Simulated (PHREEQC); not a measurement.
A column of 0.1 m (30 cells, dispersivity 0.008 m, 300 s a shift, diffusion coefficient 3e-10 m²/s) holds 0.00092 eq of the database's cation exchanger X per kg of pore water, first in equilibrium with 0.00053 mol/kgw CaCl2 and 1e-05 mol/kgw HCl. It is flushed with 1 mmol/kgw PbCl2 and 0.01 mmol/kgw HCl, at 25 °C. Values are for the last cell. No CO2 enters from the air. Precipitation was switched off in this run.

Base run: PHREEQC, ion-association model, phreeqc.dat. Each further column changes one thing. The table gives Pb in solution (mol/kgw).

```tsv
pore volumes	base	exchange capacity from 0.00092 to 0.00046 eq/kgw	dispersivity from 0.008 to 0.016 m
0	0	0	0
0.2167	0	(withheld)	1.14e-10
0.5167	1.35e-7	3.25e-6	5.57e-6
0.8167	2.91e-5	0.000130	0.000107
1.017	0.000144	0.000347	0.000258
1.217	0.000340	0.000568	0.000424
1.517	0.000629	0.000795	0.000633
1.817	0.000813	0.000910	(withheld)
2.017	0.000885	0.000949	0.000839
2.217	0.000930	0.000971	0.000885
2.517	0.000967	0.000988	0.000931
2.817	0.000985	0.000995	(withheld)
3.017	0.000991	0.000997	0.000970
```

### Question
Complete the blanks.

### Answer

- 0.2167, exchange capacity from 0.00092 to 0.00046 eq/kgw: 1.20e-12
- 1.817, dispersivity from 0.008 to 0.016 m: 0.000775
- 2.817, dispersivity from 0.008 to 0.016 m: 0.000959
